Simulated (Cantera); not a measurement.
**Catalytic stagnation flow on Pt**

A jet of H2 : O2 : N2 = 0.034 : 0.053 : 0.79 (molar parts) at 300 K and 2800 Pa hits a platinum plate 2.4 cm away at a mass flux of 0.06 kg/m²/s; the plate temperature is set and raised in steps from an oxygen-covered start.

Detailed kinetics in Cantera: Deutschmann's 1995 Pt surface mechanism with GRI-Mech 3.0 gas chemistry. Catalytic surfaces can have several steady states; this one follows from the mechanism file's or the stated starting coverage.

| plate T (K) | wall x H2 | wall x O2 | wall x H2O | wall x OH | θ free Pt | θ O* | θ OH* |
|---|---|---|---|---|---|---|---|
| 700 | 0.00374 | 0.0231 | 0.0670 | <1e-8 | 0.291 | 0.705 | 0.00388 |
| 750 | 0.00372 | 0.0232 | 0.0667 | <1e-8 | 0.304 | 0.693 | 0.00286 |
| 800 | 0.00363 | 0.0232 | 0.0665 | <1e-8 | 0.325 | 0.673 | 0.00219 |
| 850 | 0.00340 | 0.0230 | 0.0667 | 1.77e-8 | 0.361 | 0.637 | 0.00175 |
| 900 | 0.00310 | 0.0227 | 0.0670 | 5.94e-8 | 0.414 | 0.584 | 0.00143 |
| 950 | 0.00280 | 0.0225 | 0.0673 | 1.71e-7 | 0.478 | 0.521 | 0.00119 |
| 1000 | 0.00255 | 0.0223 | 0.0675 | 4.34e-7 | 0.544 | 0.455 | 0.000988 |
x: mole fraction at the wall; θ: surface coverage.
